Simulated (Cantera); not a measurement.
Input: 1 mol (CH3)2SiCl2, 1.2 mol C2H2, 3.3 mol H2, at 29000 Pa.

Cantera equilibrium calculation (NASA polynomials, part measured and part estimated; ideal gas, pure solids and liquids). Candidate condensed phases: C, C6H6, C7H8, C8H18, Si, SiC; 109 gas species. The feed counts by its element totals alone. Equilibrium is a limit: real reactors are often held back by kinetics, nucleation or transport.

Over these rows the condensed part is C(graphite) + SiC(s). Partial pressures as log10 of bar:

```tsv
T (K)	1000/T (1/K)	log p SiCl4	log p H2	log p HCl
1248	0.8013	-2.59	-0.64	-1.24
1348	0.7418	?	-0.65	-1.20
1448	0.6906	-3.51	-0.65	-1.18
1548	0.6460	-3.97	-0.65	-1.18
1648	0.6068	-4.39	-0.65	-1.18
1748	0.5721	-4.77	-0.65	-1.18
```

Task: Fit log p(SiCl4) = a + b·(1000/T) to the five rows, give the apparent enthalpy, and predict the row at 1348 K.

Result: Means: 1000/T = 0.6634, log p = -3.846. Sxy = 0.299651, Sxx = 0.0315983, so b = 9.48 and a = -3.846 − (9.48)×0.6634 = -10.13.
Apparent enthalpy: −19.145 × (9.48) = -181 kJ/mol. With the condensed phases at unit activity, SiC(s) + 4 HCl(g) = SiCl4(g) + C(graphite) + 2 H2(g) links this pressure to the main gases: over the six rows their terms move log p by +0.26 in all, so the slope isn't that reaction's ΔH° alone. The five rows lie within 0.07 of the line.
Prediction at 1348 K: -10.13 + (9.48)×0.7418 = -3.10. The computed value is -3.03, 0.07 from the line.
